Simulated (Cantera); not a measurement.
A Cantera script and what it prints.

```python
import numpy as np
import cantera as ct

gas_names = [...]  # 109 gases of nasa_gas.yaml made of C, Cl, H, Si
cond_names = """
    C(gr) C6H6(L) C7H8(L) C8H18(L),n-octa Si(cr) Si(L) SiC(b)
""".split()


# ... load() reads the species with a 1 bar reference pressure and builds the phases ...
atoms = {
    '(CH3)2SiCl2': {'C': 2, 'H': 6, 'Si': 1, 'CL': 2},
    'CH4': {'C': 1, 'H': 4},
    'H2': {'H': 2},
    'C2H2': {'C': 2, 'H': 2},
}
top_T = {'C(gr)': 4500, 'SiC(b)': 3050}  # K; cautious upper limits of use, not melting points


# ... equilibrate(T, P, feed) seeds the gas with the atoms and calls Mixture.equilibrate('TP', solver="vcs", rtol=1e-11, max_steps=5000) ...
results = []
feed = {'(CH3)2SiCl2': 1, 'CH4': 0.11, 'H2': 94, 'C2H2': 0.03}  # mol
P = 41000  # Pa
for T in [1575, 1625, 1675, 1725, 1775, 1825, 1875, 1925, 1975, 2025, 2075, 2125, 2175, 2225]:
    mix = equilibrate(T, P, feed)
    results.append((T, P, feed, dict(zip(mix.species_names, mix.species_moles))))

top = {s: max(r[3][s] / sum(r[3][g] for g in gas_names) for r in results) for s in gas_names}
cols = sorted((s for s in top if top[s] > 0.001), key=lambda s: -top[s])[:8]
seen = [c for c in cond_names if any(r[3].get(c, 0) > 1e-12 for r in results)]
print("log10 of partial pressures in bar; condensed amounts in mol")
print(f"{'T/K':>10s}" + "".join(f"{s[:9]:>10s}" for s in cols + seen))
for T, P, feed, n in results:
    ng = sum(n[g] for g in gas_names)
    print(f"{T:10.4g}" + "".join(f"{np.log10(max(n[s] / ng * P / 1e5, 1e-99)):10.3f}" for s in cols)
          + "".join(f"{n.get(c, 0):10.4g}" for c in seen))
```

Result:

```
log10 of partial pressures in bar; condensed amounts in mol
       T/K        H2       HCL         H C2H2,acet     C(gr)    SiC(b)
      1575    -0.397    -2.079    -4.580    -5.072     1.097    0.9986
      1625    -0.396    -2.079    -4.350    -4.845     1.108    0.9983
      1675    -0.396    -2.079    -4.133    -4.632     1.114    0.9979
      1725    -0.396    -2.080    -3.929    -4.432     1.116    0.9975
      1775    -0.397    -2.080    -3.737    -4.243     1.113     0.997
      1825    -0.397    -2.080    -3.554    -4.065     1.104    0.9965
      1875    -0.397    -2.081    -3.382    -3.896     1.089    0.9958
      1925    -0.397    -2.081    -3.218    -3.736     1.066    0.9949
      1975    -0.397    -2.082    -3.063    -3.585     1.033    0.9937
      2025    -0.398    -2.083    -2.915    -3.441    0.9874     0.992
      2075    -0.399    -2.084    -2.774    -3.305    0.9271    0.9893
      2125    -0.399    -2.085    -2.640    -3.175    0.8489    0.9851
      2175    -0.401    -2.086    -2.512    -3.052    0.7498     0.978
      2225    -0.402    -2.088    -2.390    -2.935    0.6267    0.9659
```

Method: chemical equilibrium by Gibbs-energy minimisation in Cantera with the NASA 1993 tables (ideal gas, pure condensed phases). The feed counts by its element totals alone. The tables' values for SiCl are old estimates; treat these amounts as uncertain. Gases not in the tables: Si2H6 and higher silanes.
